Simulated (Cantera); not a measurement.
## Equilibrium for aluminium and copper etching: Cu + F2 + H2

Input: 1 mol Cu, 2.1 mol F2, 9.5 mol H2, at 10.0 mbar.

Equilibrium computed with Cantera from the NASA thermochemical tables; the gas is ideal and each condensed phase is pure. Candidate condensed phases: Cu, CuF2; 15 gas species. Equilibrium is a limit: real reactors are often held back by kinetics, nucleation or transport.

```csv
T (K),log p H2,log p HF,log p Cu,log p H,log p CuF,log p Cu2,log p H2F2,log p F,n Cu(s),n Cu(l)
573,-2.20,-2.44,<-14,<-14,<-14,<-14,-8.13,<-14,1.00,0
648,-2.20,-2.44,<-14,<-14,<-14,<-14,-8.45,<-14,1.00,0
723,-2.20,-2.44,<-14,<-14,<-14,<-14,-8.70,<-14,1.00,0
798,-2.20,-2.44,<-14,-12.67,<-14,<-14,-8.90,<-14,1.00,0
873,-2.20,-2.44,-13.34,-11.43,-12.58,<-14,-9.06,<-14,1.00,0
948,-2.20,-2.44,-11.76,-10.38,-11.36,<-14,-9.20,<-14,1.00,0
1023,-2.20,-2.44,-10.42,-9.48,-10.32,<-14,-9.32,<-14,1.00,0
1098,-2.20,-2.44,-9.25,-8.70,-9.43,<-14,-9.42,<-14,1.000,0
1173,-2.20,-2.44,-8.24,-8.03,-8.65,-12.93,-9.51,<-14,1.000,0
1248,-2.20,-2.44,-7.36,-7.43,-7.97,-11.67,-9.58,-13.18,1.000,0
1323,-2.20,-2.44,-6.57,-6.90,-7.37,-10.56,-9.65,-12.33,1.000,0
1398,-2.20,-2.44,-5.89,-6.42,-6.85,-9.60,-9.71,-11.57,0,0.998
1473,-2.20,-2.44,-5.29,-6.00,-6.39,-8.77,-9.76,-10.89,0,0.994
1548,-2.20,-2.44,-4.75,-5.61,-5.98,-8.02,-9.80,-10.27,0,0.978
```
log p: log10 of the partial pressure in bar; n: condensed amount in mol.

From 573 K to 1323 K the condensed part is Cu(s). From 1398 K to 1548 K the condensed part is Cu(l).
